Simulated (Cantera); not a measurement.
Feed: 1 mol HMDSO, 0.38 mol NO, equilibrated at 1.20 mbar.

Equilibrium computed with Cantera from the NASA thermochemical tables; the gas is ideal and each condensed phase is pure. Candidate condensed phases: C, C₆H₆, C₇H₈, C₈H₁₈, H₂O, Si, SiC, SiO₂, Si₂N₂O, Si₃N₄; 151 gas species. The feed counts by its element totals alone. Mutual solubility and eutectic melting of coexisting phases are not modelled. The tables hold silica as quartz up to 1696 K and as liquid above; real silica turns to tridymite and cristobalite and melts near 1996 K. Kinetics and transport are ignored.

Which condensed phases are stable at each of these points (T (°C)): 927, 977, 1027, 1077, 1127, 1177, 1227, 1277, 1327?


| T (°C) | condensed phases | Si condensed (%) |
|---|---|---|
| 927 | C(graphite) + SiC(s) + SiO₂(β-quartz) + Si₂N₂O(s) | 100.0 |
| 977 | C(graphite) + SiC(s) + Si₂N₂O(s) | 100.0 |
| 1027 | C(graphite) + SiC(s) + Si₂N₂O(s) | 100.0 |
| 1077 | C(graphite) + SiC(s) | 99.9 |
| 1127 | C(graphite) + SiC(s) | 99.9 |
| 1177 | C(graphite) + SiC(s) | 99.9 |
| 1227 | C(graphite) + SiC(s) | 99.9 |
| 1277 | C(graphite) + SiC(s) | 99.8 |
| 1327 | C(graphite) + SiC(s) | 99.8 |

At 927 °C the condensed part is C(graphite) + SiC(s) + SiO₂(β-quartz) + Si₂N₂O(s). From 977 °C to 1027 °C the condensed part is C(graphite) + SiC(s) + Si₂N₂O(s). From 1077 °C to 1327 °C the condensed part is C(graphite) + SiC(s).
